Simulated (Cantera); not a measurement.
What does this Cantera script print?

```python
import numpy as np
import cantera as ct

gas_names = """
    AL ALCL ALCL2 ALCL3 ALH ALN AL2 AL2CL6 CL CL2 H HCL H2 N NH NH2 NH3 N2 N2H2 N2H4
""".split()
cond_names = """
    AL(cr) AL(L) ALCL3(s) ALCL3(L) ALN(s) NH4CL(a) NH4CL(b)
""".split()


# ... load() reads the species with a 1 bar reference pressure and builds the phases ...
atoms = {
    'AlN': {'AL': 1, 'N': 1},
    'HCl': {'H': 1, 'CL': 1},
    'H2': {'H': 2},
}
top_T = {'ALN(s)': 2750}  # K; cautious upper limits of use, not melting points


# ... equilibrate(T, P, feed) seeds the gas with the atoms and calls Mixture.equilibrate('TP', solver="vcs", rtol=1e-11, max_steps=5000) ...
results = []
P = 10000  # Pa
for T in [973, 1073, 1173, 1273, 1373, 1473, 1573, 1673, 1773, 1873, 1973, 2073]:
    for m in [1.6, 1.9, 2.2, 2.7, 3.2, 3.8, 4.5, 5.3, 6.3, 7.5, 9, 11, 13]:
        feed = {'AlN': 1, 'HCl': m, 'H2': 9.8}  # mol
        mix = equilibrate(T, P, feed)
        results.append((T, P, feed, dict(zip(mix.species_names, mix.species_moles))))

for T, P, feed, n in results:
    print(f"{T:7g} {feed['HCl']:10.4g}  " + (" + ".join(c for c in cond_names if n.get(c, 0) > 1e-12) or "gas only"))
```

Output:

```
    973        1.6  ALN(s)
    973        1.9  ALN(s)
    973        2.2  ALN(s)
    973        2.7  ALN(s)
    973        3.2  ALN(s)
    973        3.8  ALN(s)
    973        4.5  gas only
    973        5.3  gas only
    973        6.3  gas only
    973        7.5  gas only
    973          9  gas only
    973         11  gas only
    973         13  gas only
   1073        1.6  ALN(s)
   1073        1.9  ALN(s)
   1073        2.2  ALN(s)
   1073        2.7  ALN(s)
   1073        3.2  ALN(s)
   1073        3.8  ALN(s)
   1073        4.5  gas only
   1073        5.3  gas only
   1073        6.3  gas only
   1073        7.5  gas only
   1073          9  gas only
   1073         11  gas only
   1073         13  gas only
   1173        1.6  ALN(s)
   1173        1.9  ALN(s)
   1173        2.2  ALN(s)
   1173        2.7  ALN(s)
   1173        3.2  ALN(s)
   1173        3.8  ALN(s)
   1173        4.5  gas only
   1173        5.3  gas only
   1173        6.3  gas only
   1173        7.5  gas only
   1173          9  gas only
   1173         11  gas only
   1173         13  gas only
   1273        1.6  ALN(s)
   1273        1.9  ALN(s)
   1273        2.2  ALN(s)
   1273        2.7  ALN(s)
   1273        3.2  ALN(s)
   1273        3.8  ALN(s)
   1273        4.5  gas only
   1273        5.3  gas only
   1273        6.3  gas only
   1273        7.5  gas only
   1273          9  gas only
   1273         11  gas only
   1273         13  gas only
   1373        1.6  ALN(s)
   1373        1.9  ALN(s)
   1373        2.2  ALN(s)
   1373        2.7  ALN(s)
   1373        3.2  ALN(s)
   1373        3.8  ALN(s)
   1373        4.5  gas only
   1373        5.3  gas only
   1373        6.3  gas only
   1373        7.5  gas only
   1373          9  gas only
   1373         11  gas only
   1373         13  gas only
   1473        1.6  ALN(s)
   1473        1.9  ALN(s)
   1473        2.2  ALN(s)
   1473        2.7  ALN(s)
   1473        3.2  ALN(s)
   1473        3.8  ALN(s)
   1473        4.5  gas only
   1473        5.3  gas only
   1473        6.3  gas only
   1473        7.5  gas only
   1473          9  gas only
   1473         11  gas only
   1473         13  gas only
   1573        1.6  ALN(s)
   1573        1.9  ALN(s)
   1573        2.2  ALN(s)
   1573        2.7  ALN(s)
   1573        3.2  ALN(s)
   1573        3.8  gas only
   1573        4.5  gas only
   1573        5.3  gas only
   1573        6.3  gas only
   1573        7.5  gas only
   1573          9  gas only
   1573         11  gas only
   1573         13  gas only
   1673        1.6  ALN(s)
   1673        1.9  ALN(s)
   1673        2.2  ALN(s)
   1673        2.7  gas only
   1673        3.2  gas only
   1673        3.8  gas only
   1673        4.5  gas only
   1673        5.3  gas only
   1673        6.3  gas only
   1673        7.5  gas only
   1673          9  gas only
   1673         11  gas only
   1673         13  gas only
   1773        1.6  gas only
   1773        1.9  gas only
   1773        2.2  gas only
   1773        2.7  gas only
   1773        3.2  gas only
   1773        3.8  gas only
   1773        4.5  gas only
   1773        5.3  gas only
   1773        6.3  gas only
   1773        7.5  gas only
   1773          9  gas only
   1773         11  gas only
   1773         13  gas only
   1873        1.6  gas only
   1873        1.9  gas only
   1873        2.2  gas only
   1873        2.7  gas only
   1873        3.2  gas only
   1873        3.8  gas only
   1873        4.5  gas only
   1873        5.3  gas only
   1873        6.3  gas only
   1873        7.5  gas only
   1873          9  gas only
   1873         11  gas only
   1873         13  gas only
   1973        1.6  gas only
   1973        1.9  gas only
   1973        2.2  gas only
   1973        2.7  gas only
   1973        3.2  gas only
   1973        3.8  gas only
   1973        4.5  gas only
   1973        5.3  gas only
   1973        6.3  gas only
   1973        7.5  gas only
   1973          9  gas only
   1973         11  gas only
   1973         13  gas only
   2073        1.6  gas only
   2073        1.9  gas only
   2073        2.2  gas only
   2073        2.7  gas only
   2073        3.2  gas only
   2073        3.8  gas only
   2073        4.5  gas only
   2073        5.3  gas only
   2073        6.3  gas only
   2073        7.5  gas only
   2073          9  gas only
   2073         11  gas only
   2073         13  gas only
```

Method: chemical equilibrium by Gibbs-energy minimisation in Cantera with the NASA 1993 tables (ideal gas, pure condensed phases). The tables' values for AlCl2 are old estimates.
